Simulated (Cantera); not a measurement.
Cantera run:

```python
import numpy as np
import cantera as ct

gas_names = [...]  # 76 gases of nasa_gas.yaml made of C, H
cond_names = """
    C(gr) C6H6(L) C7H8(L) C8H18(L),n-octa
""".split()


# ... load() reads the species with a 1 bar reference pressure and builds the phases ...
atoms = {
    'toluene': {'C': 7, 'H': 8},
    'H2': {'H': 2},
}
top_T = {'C(gr)': 4500}  # K; cautious upper limits of use, not melting points


# ... equilibrate(T, P, feed) seeds the gas with the atoms and calls Mixture.equilibrate('TP', solver="vcs", rtol=1e-11, max_steps=5000) ...
results = []
feed = {'toluene': 1, 'H2': 21}  # mol
P = 770  # Pa
for T in [1673, 1823, 1973, 2123, 2273, 2423, 2573, 2723, 2873]:
    mix = equilibrate(T, P, feed)
    results.append((T, P, feed, dict(zip(mix.species_names, mix.species_moles))))

top = {s: max(r[3][s] / sum(r[3][g] for g in gas_names) for r in results) for s in gas_names}
cols = sorted((s for s in top if top[s] > 0.0001), key=lambda s: -top[s])[:6]
seen = [c for c in cond_names if any(r[3].get(c, 0) > 1e-12 for r in results)]
print("log10 of partial pressures in bar; condensed amounts in mol")
print(f"{'T/K':>10s}" + "".join(f"{s[:9]:>10s}" for s in cols + seen))
for T, P, feed, n in results:
    ng = sum(n[g] for g in gas_names)
    print(f"{T:10.4g}" + "".join(f"{np.log10(max(n[s] / ng * P / 1e5, 1e-99)):10.3f}" for s in cols)
          + "".join(f"{n.get(c, 0):10.4g}" for c in seen))
```

Output:

```
log10 of partial pressures in bar; condensed amounts in mol
       T/K        H2         H C2H2,acet        C3       C2H         C     C(gr)
      1673    -2.114    -5.001    -6.358   -14.758   -11.555   -14.178     6.997
      1823    -2.116    -4.421    -5.791   -12.640   -10.112   -12.335     6.989
      1973    -2.120    -3.930    -5.314   -10.850    -8.892   -10.773     6.968
      2123    -2.132    -3.511    -4.913    -9.320    -7.849    -9.433     6.919
      2273    -2.157    -3.154    -4.580    -7.996    -6.953    -8.270      6.82
      2423    -2.204    -2.853    -4.316    -6.841    -6.182    -7.253     6.645
      2573    -2.288    -2.608    -4.124    -5.825    -5.523    -6.355     6.367
      2723    -2.423    -2.420    -4.015    -4.924    -4.968    -5.557     5.872
      2873    -2.627    -2.292    -4.000    -4.121    -4.513    -4.843     4.361
```

Method: chemical equilibrium by Gibbs-energy minimisation in Cantera with the NASA 1993 tables (ideal gas, pure condensed phases).
